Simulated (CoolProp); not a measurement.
Vapour-liquid equilibrium of n-hexane (1) + benzene (2) at 423.8 K; x and y are mole fractions of (1).

Model: multi-fluid Helmholtz-energy mixture model, Thol 2019 and Thol 2012; pair parameters Bell 2016, in CoolProp.

| x | bubble pressure (bar) | y at the bubble point | dew pressure at overall composition x (bar) | liquid density (mol/L) |
|---|---|---|---|---|
| 0.05 | 6.137 | 0.081 | 6.047 | 9.092 |
| 0.125 | 6.438 | 0.183 | 6.268 | 8.758 |
| 0.2 | 6.688 | 0.270 | 6.489 | 8.444 |
| 0.275 | 6.897 | 0.346 | 6.703 | 8.148 |
| 0.35 | 7.072 | 0.417 | 6.906 | 7.869 |
| 0.425 | 7.218 | 0.483 | 7.091 | 7.606 |
| 0.5 | 7.340 | 0.547 | 7.252 | 7.359 |
| 0.575 | 7.439 | 0.611 | 7.386 | 7.126 |
| 0.65 | 7.518 | 0.675 | 7.490 | 6.906 |
| 0.725 | 7.576 | 0.740 | 7.565 | 6.698 |
| 0.8 | 7.615 | 0.807 | 7.612 | 6.502 |
| 0.875 | 7.636 | 0.877 | 7.635 | 6.317 |
| 0.95 | 7.638 | 0.950 | 7.638 | 6.142 |

y crosses x between x = 0.875 and 0.95: the model has an azeotrope there.

The pair parameters rest on a limited set of measurements; away from them the model extrapolates.
